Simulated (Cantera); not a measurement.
A perfectly stirred reactor is fed with 1.13 % C2H6, 98.7 % N2, 0.204 % H2O, at 42.0 Pa; it is held at 1125 K, and followed from long to short residence time.

Computed with Cantera and GRI-Mech 3.0 (53 species, 325 reactions). GRI-Mech 3.0 stops at C3 and has no aromatics, soot or wall deposition, so with more carbon than oxygen in the feed, carbon stays in small species such as C2H2 where larger ones or solid carbon would form. Radical loss at walls, strong at low pressure, is not modelled.

x: mole fraction; the columns are a selection and need not sum to one.

| τ (s) | x C2H6 | x H | x H2 | x CH4 | x C2H4 | x C2H | x CH2 |
|---|---|---|---|---|---|---|---|
| 4.4 | 0.00971 | 2.95e-6 | 0.00139 | [?] | 0.00143 | 3.86e-12 | 9.81e-9 |
| 1.4 | 0.0110 | 1.53e-6 | 0.000263 | [?] | 0.000273 | <1e-12 | 2.57e-9 |
| 0.45 | 0.0113 | 5.18e-7 | 2.94e-5 | [?] | 3.03e-5 | <1e-12 | 3.27e-10 |
| 0.15 | 0.0113 | 8.42e-8 | 1.60e-6 | [?] | 1.68e-6 | <1e-12 | 2.51e-11 |
| 0.047 | 0.0113 | 8.24e-9 | 4.90e-8 | [?] | 5.72e-8 | <1e-12 | 1.26e-12 |
| 0.015 | 0.0113 | 6.97e-10 | 1.32e-9 | [?] | 2.00e-9 | <1e-12 | <1e-12 |
| 0.0049 | 0.0113 | 5.01e-11 | 3.10e-11 | 4.09e-10 | 7.65e-11 | <1e-12 | <1e-12 |

**Question.** Fill in the missing entries.

**Answer.** 
- 4.4, x CH4: 0.000215
- 1.4, x CH4: 2.68e-5
- 0.45, x CH4: 2.87e-6
- 0.15, x CH4: 3.53e-7
- 0.047, x CH4: 3.67e-8
- 0.015, x CH4: 3.81e-9
